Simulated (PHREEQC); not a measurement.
Consider water at 25 °C with 44 mmol/kgw HF, 1.5 mmol/kgw NH4F and 0.11 mmol/kgw H2SiF6. Closed to the air; pH follows from the charge balance.

Model: ion-association model, phreeqc.dat, run in PHREEQC.

```
quantity                    before     after
------------------------  --------  --------
pH                            2.31      2.87
ionic strength (mol/kgw)   0.00688   0.00158
HF (mol/kgw)                0.0381   0.00299
F- (mol/kgw)               0.00571   0.00153
HF2- (mol/kgw)            0.000835   1.75e-5
NH3 (mol/kgw)             1.60e-10  6.00e-11
SI of Quartz (SiO2)          -7.37     -2.77
```

Q: What was changed between the two runs?
(A) diluted 5-fold with water
(B) diluted 10-fold with water
(C) H2SiF6 from 0.00011 to 0.000121 mol/kgw
(D) diluted 2-fold with water

A: B, diluted 10-fold with water

No solid was allowed to form. SiF6-2 is the database's only silicon fluoride.
